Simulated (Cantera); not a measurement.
A perfectly stirred reactor is fed with CH4 : CO : O2 : N2 = 1 : 0.57 : 5.71 : 21.5 (molar parts), at 6.00 bar; it is adiabatic with a 700 K inlet, and is followed from long to short residence time, starting on the burning branch (τ in s: 0.38, 0.12, 0.04, 0.013, 0.0042, 0.0014, 0.00045, 0.00015, 4.7e-05).

Cantera simulation using GRI-Mech 3.0 (53 species, 325 reactions); the numbers are that mechanism's predictions, not measurements.

Predict: blow-out, bracketed by the residence times tried; x(CH4) at τ = 0.380 s; x(CO) at τ = 0.380 s; x(O2) at τ = 0.380 s; x(CH3) at τ = 0.380 s; x(H) at τ = 0.380 s; x(CH4) at τ = 4.20 ms; x(CO) at τ = 4.20 ms; x(O2) at τ = 4.20 ms; x(CH3) at τ = 4.20 ms; x(H) at τ = 4.20 ms.

blow-out, bracketed by the residence times tried: burning at 1.40 ms, out at 0.450 ms
x(CH4) at τ = 0.380 s: 2.76e-6
x(CO) at τ = 0.380 s: 5.22e-5
x(O2) at τ = 0.380 s: 0.120
x(CH3) at τ = 0.380 s: 3.95e-7
x(H) at τ = 0.380 s: 1.19e-7
x(CH4) at τ = 4.20 ms: 6.92e-5
x(CO) at τ = 4.20 ms: 0.00148
x(O2) at τ = 4.20 ms: 0.121
x(CH3) at τ = 4.20 ms: 9.79e-6
x(H) at τ = 4.20 ms: 6.05e-6
